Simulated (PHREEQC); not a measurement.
Solution (25 °C): 0.0025 mol NaHF2, 0.0016 mol NH4F and 0.00052 mol (NH4)2SiF6 per kg of water. Closed to the air; pH follows from the charge balance.

All values are PHREEQC results (ion-association model, wateq4f.dat), not measurements.

The pH is 3.47 and the ionic strength is 0.00602 mol/kgw. The total alkalinity is -4.58 meq/kg.

```
species  molality  activity   log γ
-------  --------  --------  ------
F-        0.00443   0.00408  -0.036
NH4+      0.00264   0.00243  -0.036
Na+       0.00249   0.00230  -0.035
HF        0.00209   0.00209   0.001
SiF6-2   0.000516  0.000374  -0.140
H+       0.000368  0.000342  -0.032
HF2-      3.56e-5   3.27e-5  -0.036
H2F2      1.14e-5   1.14e-5   0.001
NaF       5.39e-6   5.40e-6   0.001
H4SiO4    3.91e-6   3.91e-6   0.001
NH3       4.05e-9   4.05e-9   0.000
```

This is a speciation only: nothing precipitates in the calculation. Complexes and solids missing from the database can't appear. SiF6-2 is the database's only silicon fluoride.
